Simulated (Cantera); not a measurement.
What does this Cantera script print?

```python
import numpy as np
import cantera as ct

gas = ct.Solution("h2o2.yaml")
gas.TPX = 500, 66000, {'H2': 1, 'O2': 0.192, 'N2': 0.723}
flame = ct.FreeFlame(gas, width=0.054)
flame.set_refine_criteria(ratio=3, slope=0.08, curve=0.16)
flame.transport_model = "mixture-averaged"
flame.solve(loglevel=0, auto=True)
flame.transport_model = "multicomponent"
flame.soret_enabled = True
flame.solve(loglevel=0, refine_grid=True)
z, T = flame.grid, flame.T
thick = (T[-1] - T[0]) / np.gradient(T, z).max()
show = ['H2', 'O2', 'H', 'O', 'HO2', 'H2O']
print(f"laminar burning velocity  {flame.velocity[0] * 100:.3f} cm/s")
print(f"burnt temperature         {T[-1]:.1f} K")
print(f"thermal thickness         {thick * 1e3:.4f} mm")
print(f"grid points               {len(z)}")
z0 = z[flame.heat_release_rate.argmax()]
print(f"{'z/mm':>9s}{'T/K':>9s}{'u/(m/s)':>9s}" + "".join(f"{s:>11s}" for s in show))
rows = []
for k in (-3, -2, -1.5, -1, -0.5, -0.25, 0, 0.25, 0.5, 1, 2, 4, 8):
    zz = z0 + k * thick
    rows.append([k * thick, np.interp(zz, z, T), np.interp(zz, z, flame.velocity),
                 *(np.interp(zz, z, flame.X[gas.species_index(s)]) for s in show)])
    print(f"{rows[-1][0] * 1e3:9.3f}{rows[-1][1]:9.1f}{rows[-1][2]:9.3f}" + "".join(f"{x:11.3e}" for x in rows[-1][3:]))
```

Output:

```
laminar burning velocity  551.134 cm/s
burnt temperature         2024.1 K
thermal thickness         0.7495 mm
grid points               128
     z/mm      T/K  u/(m/s)         H2         O2          H          O        HO2        H2O
   -2.249    500.0    5.511  5.222e-01  1.003e-01  5.529e-17  6.092e-16  1.812e-13  1.995e-13
   -1.499    500.0    5.511  5.222e-01  1.003e-01  3.866e-14  2.328e-13  3.655e-11  2.991e-11
   -1.124    500.0    5.511  5.222e-01  1.003e-01  2.230e-11  2.364e-11  3.271e-09  1.977e-09
   -0.750    500.1    5.511  5.220e-01  1.003e-01  2.975e-08  4.864e-09  6.796e-07  3.586e-07
   -0.375    533.1    5.755  5.096e-01  1.018e-01  2.552e-04  1.306e-05  2.111e-04  1.509e-03
   -0.187    765.4    8.033  4.760e-01  9.535e-02  7.696e-03  2.075e-04  1.144e-04  2.224e-02
    0.000   1133.9   11.722  3.960e-01  6.075e-02  4.286e-02  1.776e-03  4.431e-05  9.489e-02
    0.187   1376.8   14.209  3.197e-01  1.536e-02  7.620e-02  1.611e-03  1.062e-05  1.820e-01
    0.375   1478.9   15.230  3.031e-01  2.403e-03  7.992e-02  6.062e-04  1.576e-06  2.080e-01
    0.750   1575.1   16.143  3.078e-01  1.789e-04  7.023e-02  3.451e-04  1.152e-07  2.134e-01
    1.499   1675.7   17.064  3.177e-01  8.065e-05  5.633e-02  2.638e-04  5.426e-08  2.150e-01
    2.998   1775.7   17.957  3.279e-01  5.055e-05  4.183e-02  1.715e-04  3.543e-08  2.167e-01
    5.996   1860.3   18.693  3.365e-01  2.717e-05  2.918e-02  9.442e-05  2.084e-08  2.186e-01
```

Computed with Cantera and the H2/O2 subset of GRI-Mech 3.0, which has no nitrogen chemistry. Burning velocities carry a grid error of a few per cent, more on coarse grids.
